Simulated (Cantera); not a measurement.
Input (Python, Cantera) and output of one run.

```python
import numpy as np
import cantera as ct

gas_names = [...]  # 95 gases of nasa_gas.yaml made of C, F, H
cond_names = """
    C(gr) C6H6(L) C7H8(L) C8H18(L),n-octa
""".split()


# ... load() reads the species with a 1 bar reference pressure and builds the phases ...
atoms = {
    'CHF3': {'C': 1, 'H': 1, 'F': 3},
    'CH4': {'C': 1, 'H': 4},
    'H2': {'H': 2},
}
top_T = {'C(gr)': 4500}  # K; cautious upper limits of use, not melting points


# ... equilibrate(T, P, feed) seeds the gas with the atoms and calls Mixture.equilibrate('TP', solver="vcs", rtol=1e-11, max_steps=5000) ...
results = []
T = 1775  # K
P = 4400  # Pa
for m in [0.024, 0.034, 0.047, 0.065, 0.09, 0.12, 0.17, 0.24, 0.33]:
    feed = {'CHF3': 1, 'CH4': m, 'H2': 0.48}  # mol
    mix = equilibrate(T, P, feed)
    results.append((T, P, feed, dict(zip(mix.species_names, mix.species_moles))))
    x = sorted(zip(gas.X, gas.species_names), reverse=True)
    print(f"T = {T:g} K  P = {P:g} Pa  n(CH4) = {m:g} mol  gas = {mix.phase_moles(0):.4g} mol")
    print("   x: " + "  ".join(f"{s} {v:.3e}" for v, s in x if v > 0.001))
    print("   condensed (mol): " + ("  ".join(f"{mix.phase(i).name} {mix.phase_moles(i):.4g}"
          for i in range(1, mix.n_phases) if mix.phase_moles(i) > 1e-12) or "none"))
```

It prints:

```
T = 1775 K  P = 4400 Pa  n(CH4) = 0.024 mol  gas = 2.295 mol
   x: HF 8.957e-01  CF4 1.015e-01  CF2 2.060e-03
   condensed (mol): C(gr) 0.7859
T = 1775 K  P = 4400 Pa  n(CH4) = 0.034 mol  gas = 2.325 mol
   x: HF 9.013e-01  CF4 9.589e-02  CF2 2.002e-03
   condensed (mol): C(gr) 0.8059
T = 1775 K  P = 4400 Pa  n(CH4) = 0.047 mol  gas = 2.364 mol
   x: HF 9.085e-01  CF4 8.884e-02  CF2 1.927e-03
   condensed (mol): C(gr) 0.8319
T = 1775 K  P = 4400 Pa  n(CH4) = 0.065 mol  gas = 2.418 mol
   x: HF 9.180e-01  CF4 7.945e-02  CF2 1.823e-03
   condensed (mol): C(gr) 0.868
T = 1775 K  P = 4400 Pa  n(CH4) = 0.09 mol  gas = 2.493 mol
   x: HF 9.305e-01  CF4 6.710e-02  CF2 1.675e-03
   condensed (mol): C(gr) 0.9181
T = 1775 K  P = 4400 Pa  n(CH4) = 0.12 mol  gas = 2.583 mol
   x: HF 9.446e-01  CF4 5.323e-02  CF2 1.492e-03
   condensed (mol): C(gr) 0.9783
T = 1775 K  P = 4400 Pa  n(CH4) = 0.17 mol  gas = 2.733 mol
   x: HF 9.661e-01  CF4 3.218e-02  CF2 1.160e-03
   condensed (mol): C(gr) 1.079
T = 1775 K  P = 4400 Pa  n(CH4) = 0.24 mol  gas = 2.941 mol
   x: HF 9.927e-01  CF4 6.446e-03
   condensed (mol): C(gr) 1.219
T = 1775 K  P = 4400 Pa  n(CH4) = 0.33 mol  gas = 3.14 mol
   x: HF 9.553e-01  H2 4.443e-02
   condensed (mol): C(gr) 1.33
```

Method: chemical equilibrium by Gibbs-energy minimisation in Cantera with the NASA 1993 tables (ideal gas, pure condensed phases). Gases not in the tables: C2F6 and larger saturated fluorocarbons.
